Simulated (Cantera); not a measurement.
Cantera run, input and output.

```python
import numpy as np
import cantera as ct

gas = ct.Solution("h2o2.yaml")
gas.TPX = 950, 2500, {'H2': 0.33, 'O2': 1.8}
reactor = ct.IdealGasConstPressureReactor(gas, energy="off", clone=False)
net = ct.ReactorNet([reactor])
net.rtol, net.atol = 1e-08, 1e-18
show = ['H2', 'O2', 'HO2', 'O', 'H', 'H2O2']
times = np.geomspace(0.0001, 8, 14)

steps = ct.SolutionArray(gas, extra=["t"])
rows = []
print(f"{'t/s':>10s}{'T/K':>9s}{'P/Pa':>11s}" + "".join(f"{s:>11s}" for s in show))
for t in times:
    while net.time < t:
        t_next = net.step()
        steps.append(gas.state, t=t_next)
    rows.append([np.interp(t, steps.t, y) for y in (steps.T, steps.P, *steps(*show).X.T)])
    print(f"{t:10.3e}{rows[-1][0]:9.1f}{rows[-1][1]:11.4g}" + "".join(f"{x:11.3e}" for x in rows[-1][2:]))
rate = np.gradient(steps.T, steps.t)
print("integrator steps:", len(steps.t))
if steps.T.max() > steps.T[0] + 200:
    print(f"time of steepest temperature rise: {steps.t[rate.argmax()]:.4e} s")
gas.TPX = 950, 2500, {'H2': 0.33, 'O2': 1.8}
gas.equilibrate("TP")
print(f"equilibrium (TP): T = {gas.T:.1f} K  " + "  ".join(f"{s} {gas[s].X[0]:.3e}" for s in show))
```

Output:

```
       t/s      T/K       P/Pa         H2         O2        HO2          O          H       H2O2
 1.000e-04    950.0       2500  1.549e-01  8.451e-01  5.748e-11  1.822e-11  5.603e-11  4.472e-15
 2.383e-04    950.0       2500  1.549e-01  8.451e-01  1.422e-10  1.047e-10  2.082e-10  2.593e-14
 5.680e-04    950.0       2500  1.549e-01  8.451e-01  4.497e-10  1.395e-09  2.399e-09  1.670e-13
 1.354e-03    950.0       2500  1.549e-01  8.451e-01  3.494e-08  3.504e-07  5.948e-07  8.462e-12
 3.226e-03    950.0       2500  7.074e-02  8.089e-01  2.175e-05  1.474e-02  3.642e-02  7.566e-07
 7.688e-03    950.0       2500  2.505e-03  8.281e-01  2.576e-05  3.236e-03  1.758e-03  9.879e-07
 1.832e-02    950.0       2500  4.344e-04  8.316e-01  1.004e-05  3.738e-04  4.563e-05  5.761e-07
 4.366e-02    950.0       2500  1.055e-04  8.320e-01  3.471e-06  6.986e-05  3.540e-06  3.320e-07
 1.041e-01    950.0       2500  2.383e-05  8.320e-01  1.055e-06  1.540e-05  3.765e-07  1.734e-07
 2.480e-01    950.0       2500  4.349e-06  8.320e-01  2.837e-07  3.614e-06  4.311e-08  8.389e-08
 5.910e-01    950.0       2500  6.191e-07  8.321e-01  7.613e-08  9.320e-07  5.487e-09  3.854e-08
 1.409e+00    950.0       2500  7.728e-08  8.321e-01  2.295e-08  2.761e-07  8.571e-10  1.739e-08
 3.357e+00    950.0       2500  1.398e-08  8.321e-01  7.968e-09  9.340e-08  1.662e-10  7.974e-09
 8.000e+00    950.0       2500  4.239e-09  8.321e-01  3.051e-09  3.449e-08  3.709e-11  3.699e-09
integrator steps: 1597
equilibrium (TP): T = 950.0 K  H2 2.135e-11  O2 8.321e-01  HO2 5.807e-10  O 1.845e-10  H 1.637e-14  H2O2 3.479e-11
```

Detailed kinetics in Cantera: the H2/O2 subset of GRI-Mech 3.0, which has no nitrogen chemistry. Radical loss at walls, strong at low pressure, is not modelled. The temperature is held fixed by assumption; the heat of reaction is taken as removed at once.
